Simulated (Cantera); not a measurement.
Input: 1 mol Si2Cl6, 3.7 mol NH3, 0.41 mol H2, at 1.33 mbar.

Cantera equilibrium calculation (NASA polynomials, part measured and part estimated; ideal gas, pure solids and liquids). Candidate condensed phases: NH4Cl, Si, Si3N4; 28 gas species. The feed counts by its element totals alone. The tables' values for SiCl3 are old estimates; treat these amounts as uncertain. Kinetics and transport are ignored. All values below are at 627 °C.

Base state: HCl 0.435, H2 0.422, N2 0.0903, SiCl4 0.0521, SiHCl3 0.000143, SiCl3 2.51e-5 (mole fractions); condensed: Si3N4(s).

What changes in the equilibrium state with this change: Si2Cl6 replaced by SiH4?


| species | before | after |
|---|---|---|
| H2 | 0.422 | 0.871 |
| N2 | 0.0903 | 0.129 |
| HCl | 0.435 | 0 |
| SiCl4 | 0.0521 | 0 |
| SiHCl3 | 0.000143 | 0 |
| SiCl3 | 2.51e-5 | 0 |
| Si3N4(s), mol | 0.504 | 0.333 |
